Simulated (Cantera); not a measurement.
Boron, boron nitride and boron oxide: B + N2 + H2O

A closed system holds: 1 mol B, 9.4 mol N2, 0.34 mol H2O, equilibrated at 948.15 K and 0.390 bar.

These are equilibrium values from Cantera (NASA tables, ideal gas, pure condensed phases), not measurements of a reactor. Candidate condensed phases: B, BN, B2O3, B3O3H3, H2O; 39 gas species. N2 is the only nitrogen source here; it is nearly inert below about 1500 K, so the nitride shown seldom forms there in practice. Gases not in the tables: H3BO3. Kinetics and transport are ignored.

```json
{
 "x(N2)": "0.964",
 "x(H2)": "0.0361",
 "x(H2O)": "0.000257",
 "x(NH3)": "2.19e-6",
 "n(BN(s))": "0.775 mol",
 "n(B2O3(l))": "0.113 mol",
 "gas_amount": "9.353 mol",
 "log10 activity of B(s) (absent)": "-9.00",
 "log10 activity of B3O3H3(s) (absent)": "-17.63"
}
```
